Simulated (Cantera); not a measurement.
Charge: 1 mol C3H8, 0.51 mol CO2, 0.19 mol H2O, equilibrated at 5.80 mbar.

These are equilibrium values from Cantera (NASA tables, ideal gas, pure condensed phases), not measurements of a reactor. Candidate condensed phases: C, C6H6, C7H8, C8H18, H2O; 131 gas species. Ions and electrons are included (thermal ionisation). Rates play no part.

Which condensed phases are stable at each of these points (T (°C)): 2727, 2977, 3227, 3477, 3727, 3977, 4227, 4477, 4727?


| T (°C) | condensed phases | C condensed (%) |
|---|---|---|
| 2727 | C(graphite) | 9.2 |
| 2977 | gas only | 0.0 |
| 3227 | gas only | 0.0 |
| 3477 | gas only | 0.0 |
| 3727 | gas only | 0.0 |
| 3977 | gas only | 0.0 |
| 4227 | gas only | 0.0 |
| 4477 | gas only | 0.0 |
| 4727 | gas only | 0.0 |

At 2727 °C the condensed part is C(graphite). From 2977 °C to 4727 °C nothing is condensed.
